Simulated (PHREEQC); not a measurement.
A column of 0.1 m (30 cells, dispersivity 0.0035 m, 300 s a shift, diffusion coefficient 3e-10 m²/s) holds 0.0037 eq of the database's cation exchanger X per kg of pore water, first in equilibrium with 43 mmol/kgw CdCl2 and 0.01 mmol/kgw HCl. It is flushed with 0.74 mmol/kgw Na2SO4 and 0.01 mmol/kgw HCl, at 25 °C. Values are for the last cell. CO2 from the air is kept out. No solid was allowed to form.

Model: ion-association model, phreeqc.dat, run in PHREEQC.

Problem. Predict Cd in solution (mol/kgw) at pore volumes = 3.217, 7.217.

Solution. 
```
pore volumes  Cd in solution (mol/kgw)
------------  ------------------------
3.217                          5.47e-5
7.217                          2.04e-5
```
